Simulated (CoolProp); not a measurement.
Vapour-liquid equilibrium of carbon dioxide (1) + n-butane (2) at 256.6 K; x and y are mole fractions of (1).

Computed with CoolProp (multi-fluid Helmholtz-energy mixture model, Span 1996 and Bücker 2006; pair parameters Kunz 2012).

Problem. Give the bubble pressure and the first vapour's composition at x = 0.2, 0.5, 0.8. Is there an azeotrope?

Solution. x = 0.2: 818.4 kPa, y = 0.934; x = 0.5: 1452 kPa, y = 0.965; x = 0.8: 1819 kPa, y = 0.979. No azeotrope shows between x = 0.05 and 0.95.

The pair parameters rest on a limited set of measurements; away from them the model extrapolates. With so large a gap from Raoult's law the liquid may split in two, which this calculation doesn't test in full.
